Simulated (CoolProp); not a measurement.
Vapour-liquid equilibrium of propane (1) + R236EA (2) at 0.987 MPa; x and y are mole fractions of (1).

The numbers come from the multi-fluid Helmholtz-energy mixture model, Lemmon 2009 and Rui 2013; pair parameters Bell 2016 in CoolProp.

```tsv
x	bubble temperature, mixture model (K)	bubble temperature, Raoult's law (K)	y, mixture model	y, Raoult's law
0.05	342.4	348.2	0.218	0.144
0.15	326.2	340.4	0.507	0.372
0.25	316.1	333.4	0.650	0.539
0.35	310.4	327.2	0.722	0.663
0.45	307.0	321.7	0.764	0.757
0.55	304.8	316.7	0.793	0.828
0.65	303.1	312.3	0.820	0.884
0.75	301.7	308.2	0.851	0.927
0.85	300.4	304.5	0.892	0.961
0.95	299.6	301.2	0.955	0.988
```

The largest gap from Raoult's law is -17.3 K in bubble temperature, at x = 0.25. No azeotrope shows between x = 0.05 and 0.95.

The pair parameters rest on a limited set of measurements; away from them the model extrapolates. With so large a gap from Raoult's law the liquid may split in two, which this calculation doesn't test in full.
